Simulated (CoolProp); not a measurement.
Vapour pressure (bar) of CH3F (R41): the reference equation beside estimates from Tc = 317.3 K, pc = 59.06 bar, ω = 0.200. Clausius-Clapeyron is anchored at 199.1 K with a constant enthalpy of vaporisation of 16.39 kJ/mol.

The numbers come from the reference Helmholtz-energy equation of state, Lemmon 2006 in CoolProp. It is a short technical equation, of lower accuracy than the large ones.

| T (K) | reference | Clausius-Clapeyron | Redlich-Kwong | Peng-Robinson |
|---|---|---|---|---|
| 187.6 | 0.6702 | 0.6961 | 1.035 | 0.6525 |
| 189.9 | 0.7678 | 0.7906 | 1.178 | 0.7490 |
| 192.2 | 0.8764 | 0.8951 | 1.336 | 0.8566 |
| 194.5 | 0.9969 | 1.011 | 1.510 | 0.9762 |
| 196.8 | 1.130 | 1.138 | 1.700 | 1.109 |
| 199.1 | 1.277 | 1.277 | 1.908 | 1.255 |
| 201.4 | 1.439 | 1.430 | 2.134 | 1.416 |
| 203.8 | 1.624 | 1.605 | 2.391 | 1.601 |
| 206.1 | 1.819 | 1.788 | 2.658 | 1.796 |
| 208.4 | 2.031 | 1.987 | 2.946 | 2.008 |
| 210.7 | 2.262 | 2.203 | 3.257 | 2.240 |
| 213 | 2.513 | 2.437 | 3.592 | 2.492 |
| 215.3 | 2.786 | 2.690 | 3.951 | 2.765 |
| 217.6 | 3.080 | 2.964 | 4.335 | 3.061 |
| 219.9 | 3.397 | 3.258 | 4.746 | 3.381 |

Absolute difference from the reference over all 15 rows, mean and median: Clausius-Clapeyron 2.2 and 2.2 %, Redlich-Kwong 47.2 and 47.2 %, Peng-Robinson 1.5 and 1.4 %.
